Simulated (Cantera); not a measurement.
**SiH4 + NH3 + H2 (silicon nitride deposition)**

Input: 1 mol SiH4, 0.8 mol NH3, a varied amount of H2, at 1327 °C and 3.60 mbar.

Method: chemical equilibrium by Gibbs-energy minimisation in Cantera with the NASA 1993 tables (ideal gas, pure condensed phases). Candidate condensed phases: Si, Si3N4; 18 gas species. Mutual solubility and eutectic melting of coexisting phases are not modelled. Kinetics and transport are ignored.

From 0.66 mol H2 to 1 mol H2 the condensed part is Si(s) + Si3N4(s). From 1.6 mol H2 to 77 mol H2 the condensed part is Si(s). The main Si-bearing gas is Si throughout.

| n(H2) (mol) | x H2 | x N2 | x H | x Si | x SiH2 | x SiH | x Si2N | n Si(s) | n Si3N4(s) |
|---|---|---|---|---|---|---|---|---|---|
| 0.66 | 0.916 | 0.0831 | 0.000867 | 2.71e-5 | 4.59e-6 | 3.39e-6 | 6.77e-7 | 0.925 | 0.0250 |
| 1 | 0.916 | 0.0831 | 0.000867 | 2.71e-5 | 4.59e-6 | 3.39e-6 | 6.77e-7 | 0.971 | 0.00962 |
| 1.6 | 0.922 | 0.0769 | 0.000870 | 2.71e-5 | 4.62e-6 | 3.40e-6 | 6.51e-7 | 1.000 | 0 |
| 2.4 | 0.932 | 0.0666 | 0.000875 | 2.71e-5 | 4.67e-6 | 3.42e-6 | 6.06e-7 | 1.000 | 0 |
| 3.7 | 0.944 | 0.0548 | 0.000881 | 2.71e-5 | 4.73e-6 | 3.44e-6 | 5.50e-7 | 1.000 | 0 |
| 5.7 | 0.956 | 0.0430 | 0.000886 | 2.71e-5 | 4.79e-6 | 3.46e-6 | 4.87e-7 | 1.000 | 0 |
| 8.9 | 0.967 | 0.0320 | 0.000891 | 2.71e-5 | 4.84e-6 | 3.48e-6 | 4.20e-7 | 1.000 | 0 |
| 14 | 0.976 | 0.0227 | 0.000895 | 2.71e-5 | 4.89e-6 | 3.50e-6 | 3.54e-7 | 0.999 | 0 |
| 21 | 0.983 | 0.0163 | 0.000898 | 2.71e-5 | 4.92e-6 | 3.51e-6 | 2.99e-7 | 0.999 | 0 |
| 32 | 0.988 | 0.0112 | 0.000901 | 2.71e-5 | 4.94e-6 | 3.52e-6 | 2.49e-7 | 0.999 | 0 |
| 50 | 0.992 | 0.00746 | 0.000902 | 2.71e-5 | 4.96e-6 | 3.53e-6 | 2.03e-7 | 0.998 | 0 |
| 77 | 0.994 | 0.00496 | 0.000903 | 2.71e-5 | 4.98e-6 | 3.53e-6 | 1.65e-7 | 0.997 | 0 |
x: gas mole fraction; n: condensed amount in mol.
